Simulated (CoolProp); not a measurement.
Vapour-liquid equilibrium of cyclohexane (1) + n-octane (2) at 0.0567 bar; x and y are mole fractions of (1).

Computed with CoolProp (multi-fluid Helmholtz-energy mixture model, Zhou 2014 and Beckmüller 2019; pair parameters Bell 2016).

```
x     bubble temperature, mixture model (K)  bubble temperature, Raoult's law (K)  y, mixture model  y, Raoult's law
----  -------------------------------------  ------------------------------------  ----------------  ---------------
0.05                                  315.0                                 315.1             0.237            0.235
0.15                                  307.6                                 307.9             0.531            0.525
0.25                                  301.8                                 302.3             0.695            0.689
0.35                                  297.3                                 297.8             0.794            0.790
0.45                                  293.6                                 294.1             0.858            0.856
0.55                                  290.6                                 290.9             0.902            0.902
0.65                                  288.0                                 288.2             0.934            0.936
0.75                                  285.7                                 285.8             0.959            0.960
0.85                                  283.7                                 283.7             0.978            0.979
0.95                                  281.8                                 281.8             0.993            0.994
```

The largest gap from Raoult's law is -0.5 K in bubble temperature, at x = 0.35. No azeotrope shows between x = 0.05 and 0.95.

The pair parameters rest on a limited set of measurements; away from them the model extrapolates.
